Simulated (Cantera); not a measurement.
An adiabatic, constant-pressure homogeneous reactor starts with 10.3 % H2, 8.16 % O2, 81.6 % N2, equivalence ratio 0.63, at 1423 K and 9000 Torr.

Cantera simulation using GRI-Mech 3.0 (53 species, 325 reactions); the numbers are that mechanism's predictions, not measurements. The hydrogen kinetics of GRI-Mech 3.0 are dated; newer H2 mechanisms differ, most at raised pressure. The pressure lies above the range GRI-Mech 3.0 was tuned for (to about 10 atm).

x: mole fraction; the columns are a selection and need not sum to one.

```tsv
t (s)	T (K)	x H2	x O2	x O	x NO2	x HO2	x OH
2.00e-6	1423	0.103	0.0815	7.77e-6	<1e-12	2.72e-5	6.23e-6
5.64e-6	2016	0.00581	0.0315	0.00408	(withheld)	4.80e-5	0.00727
1.59e-5	2133	0.000616	0.0312	0.000392	(withheld)	6.17e-6	0.00269
4.48e-5	2144	0.000166	0.0315	0.000113	7.78e-8	2.46e-6	0.00148
0.000126	2144	0.000141	0.0315	9.70e-5	7.54e-8	2.27e-6	0.00137
0.000356	2144	0.000140	0.0315	9.70e-5	(withheld)	2.27e-6	0.00137
0.00100	2144	0.000140	0.0315	9.69e-5	(withheld)	2.27e-6	0.00137
0.00283	2144	0.000140	0.0314	9.68e-5	(withheld)	2.26e-6	0.00137
0.00797	2144	0.000140	0.0314	9.65e-5	(withheld)	2.26e-6	0.00137
0.0225	2143	0.000140	0.0312	9.56e-5	(withheld)	2.24e-6	0.00136
0.0634	2141	0.000139	0.0307	9.35e-5	(withheld)	2.20e-6	0.00134
0.179	2137	0.000137	0.0299	9.01e-5	(withheld)	2.13e-6	0.00132
0.503	2135	0.000137	0.0294	8.80e-5	7.52e-6	2.09e-6	0.00130
1.42	2135	0.000136	0.0294	8.78e-5	7.67e-6	2.08e-6	0.00130
4.00	2135	0.000136	0.0294	8.78e-5	7.67e-6	2.08e-6	0.00130
```

Question: Fill in the missing entries.

Answer: 
- 5.64e-6, x NO2: 6.11e-8
- 1.59e-5, x NO2: 1.24e-7
- 0.000356, x NO2: 8.79e-8
- 0.00100, x NO2: 1.23e-7
- 0.00283, x NO2: 2.21e-7
- 0.00797, x NO2: 4.93e-7
- 0.0225, x NO2: 1.22e-6
- 0.0634, x NO2: 2.92e-6
- 0.179, x NO2: 5.72e-6
